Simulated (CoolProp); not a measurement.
R1336mzz(Z) along the isotherm 213.95 °C: Z from the reference equation and from simpler models built on Tc = 171.3 °C, pc = 2.904 MPa, ω = 0.386; each cubic takes its own stable root.

The numbers come from the reference Helmholtz-energy equation of state, McLinden 2020 in CoolProp.

```tsv
p (MPa)	phase	reference
0.544	gas	0.9513
1.09	gas	0.8997
1.63	gas	0.8454
2.18	gas	0.7862
2.72	gas	0.7238
3.27	supercritical	0.6550
3.81	supercritical	0.5826
4.36	supercritical	0.5075
```

**Question.** How far does each simpler model (van der Waals, Redlich-Kwong, Soave-Redlich-Kwong, Peng-Robinson) lie from the reference over these 8 states: mean and median of the absolute difference, and the worst?

**Answer.** 
- van der Waals: mean 4.0 %, median 0.8 %, worst -13.8 % at 213.95 °C and 4.36 MPa
- Redlich-Kwong: mean 2.5 %, median 1.5 %, worst -7.1 % at 213.95 °C and 4.36 MPa
- Soave-Redlich-Kwong: mean 3.1 %, median 2.1 %, worst +9.6 % at 213.95 °C and 4.36 MPa
- Peng-Robinson: mean 1.2 %, median 1.0 %, worst +3.4 % at 213.95 °C and 4.36 MPa
